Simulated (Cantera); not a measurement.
A perfectly stirred reactor is fed with 1.96 % C3H8, 8.18 % O2, 89.9 % N2, at 1000000 Pa; it is adiabatic with a 775 K inlet, and is followed from long to short residence time, starting on the burning branch (τ in s: 0.24, 0.095, 0.038, 0.015, 0.0059, 0.0023, 0.00093, 0.00037, 0.00015, 5.8e-05, 2.3e-05, 9.1e-06, 3.6e-06).

Model: GRI-Mech 3.0 (53 species, 325 reactions), integrated in Cantera. GRI-Mech 3.0 was tuned for natural gas; its chemistry of propane as a main component is partial and can be far from experiment.

Task: Predict: blow-out, bracketed by the residence times tried; x(C3H8) at τ = 0.240 s; x(O2) at τ = 0.240 s; x(HO2) at τ = 0.240 s; x(H2) at τ = 0.240 s; x(CH2O) at τ = 0.240 s; x(C3H8) at τ = 0.930 ms; x(O2) at τ = 0.930 ms; x(HO2) at τ = 0.930 ms; x(H2) at τ = 0.930 ms; x(CH2O) at τ = 0.930 ms.

Result: 
```json
{
 "blow_out_bracketed_by_the_residence_times_tried": "burning at 0.930 ms, out at 0.370 ms",
 "x(C3H8) at τ = 0.240 s": "1.28e-6",
 "x(O2) at τ = 0.240 s": "0.000395",
 "x(HO2) at τ = 0.240 s": "1.93e-7",
 "x(H2) at τ = 0.240 s": "0.00820",
 "x(CH2O) at τ = 0.240 s": "3.32e-6",
 "x(C3H8) at τ = 0.930 ms": "0.000501",
 "x(O2) at τ = 0.930 ms": "0.0195",
 "x(HO2) at τ = 0.930 ms": "5.06e-5",
 "x(H2) at τ = 0.930 ms": "0.00868",
 "x(CH2O) at τ = 0.930 ms": "0.000308"
}
```
